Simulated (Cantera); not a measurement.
Cantera run, input and output.

```python
import numpy as np
import cantera as ct

gas = ct.Solution("gri30.yaml")
gas.TPX = 398, 101325, {'CH4': 1, 'C2H6': 0.24, 'O2': 2.37, 'N2': 8.9}
flame = ct.FreeFlame(gas, width=0.04)
flame.set_refine_criteria(ratio=3, slope=0.08, curve=0.16)
flame.transport_model = "mixture-averaged"
flame.solve(loglevel=0, auto=True)
z, T = flame.grid, flame.T
thick = (T[-1] - T[0]) / np.gradient(T, z).max()
show = ['CH4', 'C2H6', 'O2', 'NO2', 'NO', 'C2H']
print(f"laminar burning velocity  {flame.velocity[0] * 100:.3f} cm/s")
print(f"burnt temperature         {T[-1]:.1f} K")
print(f"thermal thickness         {thick * 1e3:.4f} mm")
print(f"grid points               {len(z)}")
z0 = z[flame.heat_release_rate.argmax()]
print(f"{'z/mm':>9s}{'T/K':>9s}{'u/(m/s)':>9s}" + "".join(f"{s:>11s}" for s in show))
rows = []
for k in (-3, -2, -1.5, -1, -0.5, -0.25, 0, 0.25, 0.5, 1, 2, 4, 8):
    zz = z0 + k * thick
    rows.append([k * thick, np.interp(zz, z, T), np.interp(zz, z, flame.velocity),
                 *(np.interp(zz, z, flame.X[gas.species_index(s)]) for s in show)])
    print(f"{rows[-1][0] * 1e3:9.3f}{rows[-1][1]:9.1f}{rows[-1][2]:9.3f}" + "".join(f"{x:11.3e}" for x in rows[-1][3:]))
```

Result:

```
laminar burning velocity  58.797 cm/s
burnt temperature         2216.0 K
thermal thickness         0.3817 mm
grid points               149
     z/mm      T/K  u/(m/s)        CH4       C2H6         O2        NO2         NO        C2H
   -1.145    398.2    0.589  7.982e-02  1.916e-02  1.892e-01  2.371e-10  2.299e-10  4.551e-29
   -0.763    400.1    0.593  7.949e-02  1.911e-02  1.886e-01  4.293e-09  3.404e-09  7.221e-26
   -0.573    410.7    0.611  7.868e-02  1.901e-02  1.873e-01  3.454e-08  2.426e-08  6.458e-23
   -0.382    498.2    0.749  7.426e-02  1.842e-02  1.802e-01  3.359e-07  3.161e-07  4.379e-18
   -0.191    991.8    1.527  5.174e-02  1.262e-02  1.378e-01  4.339e-07  5.048e-06  6.006e-11
   -0.095   1429.7    2.237  2.935e-02  5.023e-03  9.266e-02  8.822e-08  1.147e-05  2.730e-08
    0.000   1807.0    2.859  7.828e-03  2.872e-04  4.479e-02  1.090e-08  2.178e-05  1.016e-06
    0.095   1968.1    3.115  7.504e-04  1.419e-06  1.791e-02  2.775e-09  3.617e-05  1.052e-06
    0.191   2010.3    3.171  3.974e-05  3.098e-09  8.563e-03  2.582e-09  4.716e-05  1.259e-07
    0.382   2043.2    3.207  1.143e-07  4.235e-14  4.548e-03  2.686e-09  5.597e-05  6.577e-10
    0.763   2080.9    3.256  1.631e-11  3.779e-20  3.205e-03  2.693e-09  6.116e-05  2.022e-13
    1.527   2124.6    3.316  1.157e-14  7.140e-26  2.107e-03  2.707e-09  6.627e-05  9.763e-19
    3.054   2165.0    3.371  1.192e-14  1.239e-27  1.142e-03  2.685e-09  7.231e-05  7.947e-21
```

Computed with Cantera and GRI-Mech 3.0 (53 species, 325 reactions). Burning velocities carry a grid error of a few per cent, more on coarse grids.
